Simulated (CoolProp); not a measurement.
A single-stage vapour-compression cycle with R22: evaporating at 268.15 K (dew point), condensing at 319.15 K (bubble point), superheat 2 K, subcooling 5 K, compressor efficiency 0.85, no pressure losses. Each further row changes one setting.

Values from CoolProp's reference Helmholtz-energy equation of state, Kamei 1995.

```json
[
 {"case": "as stated", "cooling COP": "3.57", "pressure ratio": "4.20", "discharge temperature (K)": "351.4", "refrigerating effect (kJ/kg)": "154", "volumetric capacity (kJ/m³)": "2750"},
 {"case": "evaporating temperature 273.15 K", "cooling COP": "[?]", "pressure ratio": "3.56", "discharge temperature (K)": "347.7", "refrigerating effect (kJ/kg)": "156", "volumetric capacity (kJ/m³)": "3270"},
 {"case": "condensing temperature 314.15 K", "cooling COP": "4.08", "pressure ratio": "3.73", "discharge temperature (K)": "[?]", "refrigerating effect (kJ/kg)": "160", "volumetric capacity (kJ/m³)": "2870"},
 {"case": "subcooling 10 K", "cooling COP": "3.72", "pressure ratio": "4.20", "discharge temperature (K)": "351.4", "refrigerating effect (kJ/kg)": "160", "volumetric capacity (kJ/m³)": "2870"},
 {"case": "superheat 12 K", "cooling COP": "3.55", "pressure ratio": "4.20", "discharge temperature (K)": "362.1", "refrigerating effect (kJ/kg)": "161", "volumetric capacity (kJ/m³)": "[?]"},
 {"case": "compressor efficiency 0.75", "cooling COP": "3.15", "pressure ratio": "4.20", "discharge temperature (K)": "358.0", "refrigerating effect (kJ/kg)": "154", "volumetric capacity (kJ/m³)": "2750"}
]
```

Some entries are withheld; supply them.


- evaporating temperature 273.15 K, cooling COP: 4.12
- condensing temperature 314.15 K, discharge temperature (K): 344.1
- superheat 12 K, volumetric capacity (kJ/m³): 2740
